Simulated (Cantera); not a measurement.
An adiabatic, constant-pressure homogeneous reactor starts with CO : H₂ : O₂ : N₂ = 1 : 0.038 : 0.775 : 2.91 (molar parts), at 1748 K and 100000 Pa.

Detailed kinetics in Cantera: GRI-Mech 3.0 (53 species, 325 reactions).

Q: Predict: time of steepest temperature rise; temperature at 5.00 s; equilibrium temperature; x(CO) at 5.00 s; x(H₂) at 5.00 s; x(O₂) at 5.00 s; x(N₂O) at 5.00 s; x(CO₂) at 5.00 s.

A: 
* **time of steepest temperature rise**: 57.0 µs
* **temperature at 5.00 s**: 2746 K
* **equilibrium temperature**: 2746 K
* **x(CO) at 5.00 s**: 0.0693 (gas-phase equilibrium 0.0693)
* **x(H₂) at 5.00 s**: 0.000329 (gas-phase equilibrium 0.000329)
* **x(O₂) at 5.00 s**: 0.0766 (gas-phase equilibrium 0.0766)
* **x(N₂O) at 5.00 s**: 9.57e-7 (gas-phase equilibrium 9.57e-7)
* **x(CO₂) at 5.00 s**: 0.158 (gas-phase equilibrium 0.158)
